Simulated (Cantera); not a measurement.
Cantera with NASA thermochemical tables; ideal gases at 1 bar, condensed phases pure. Values are per mole of reaction as written; species without (g) are pure solids or liquids, kept so even where they would boil at 1 bar.

**Question.** Between 1225 and 1575 K, where is each reaction favourable under standard conditions?
- 2 PbS = 2 Pb(g) + S2(g)

**Answer.** 
- 2 PbS = 2 Pb(g) + S2(g): ΔG° is 252 kJ at 1225 K and 134 kJ at 1575 K; it stays positive (K < 1). ΔH° is 634 kJ and ΔS° 317 J/K at 1575 K.
